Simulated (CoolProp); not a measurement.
The fluid at 298.15 K and 0.442 MPa is throttled through a valve to 0.276 MPa with no heat exchange. The same conditions are run with several fluids, on thermodynamics alone (safety and materials aside).

Model: reference Helmholtz-energy equation of state of each fluid (carbon monoxide: Lemmon 2006; R507A: Lemmon 2003; R410A: Lemmon 2003; R22: Kamei 1995; C3F8 (R218): Lemmon 2006), in CoolProp. Blends and air are pseudo-pure fits.

```json
[
 {"fluid": "carbon monoxide", "temperature change (K)": "-0.4", "final density (kg/m³)": "3.13"},
 {"fluid": "R507A", "temperature change (K)": "(withheld)", "final density (kg/m³)": "11.7"},
 {"fluid": "R410A", "temperature change (K)": "(withheld)", "final density (kg/m³)": "8.50"},
 {"fluid": "R22", "temperature change (K)": "(withheld)", "final density (kg/m³)": "10.2"},
 {"fluid": "C3F8 (R218)", "temperature change (K)": "-2.4", "final density (kg/m³)": "22.5"}
]
```

Question: Some entries are withheld; supply them.

Answer: 
- R507A, temperature change (K): -2.9
- R410A, temperature change (K): -3.4
- R22, temperature change (K): -3.8
